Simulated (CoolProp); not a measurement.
Properties of propylene at several states (Tc = 91.1 °C, pc = 45.55 bar, ω = 0.146).

Computed with CoolProp (reference Helmholtz-energy equation of state, Lemmon 2013).

```csv
T (°C),p (bar),phase,density (kg/m³),speed of sound (m/s),conductivity (mW/(m K))
-105.25,91.2,liquid,683.2,1599,170
-45.65,8.54,liquid,608.5,1179,145
-21.75,1.54,gas,3.225,234.3,12.7
197.85,6.26,gas,6.868,314.9,39.4
```

Thermal conductivity comes from a separate model (Huber 2003), an estimate that may be off by 10 % or more.
